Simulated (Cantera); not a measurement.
An adiabatic, constant-pressure homogeneous reactor starts with CO : H2 : CH4 : O2 : N2 = 1 : 1.2 : 0.75 : 2.65 : 20.7 (molar parts), equivalence ratio 0.98, at 1550 K and 5.00 bar.

Model: GRI-Mech 3.0 (53 species, 325 reactions), integrated in Cantera.

Problem. Predict: time of steepest temperature rise; temperature at 1.00 s; equilibrium temperature; x(CO) at 1.00 s; x(H2) at 1.00 s; x(O) at 1.00 s.

Solution. 
| Property | Value |
|---|---|
| time of steepest temperature rise | 26.8 µs |
| temperature at 1.00 s | 2567 K |
| equilibrium temperature | 2567 K |
| x(CO) at 1.00 s | 0.0146 (gas-phase equilibrium 0.0146) |
| x(H2) at 1.00 s | 0.00418 (gas-phase equilibrium 0.00418) |
| x(O) at 1.00 s | 0.000775 (gas-phase equilibrium 0.000775) |
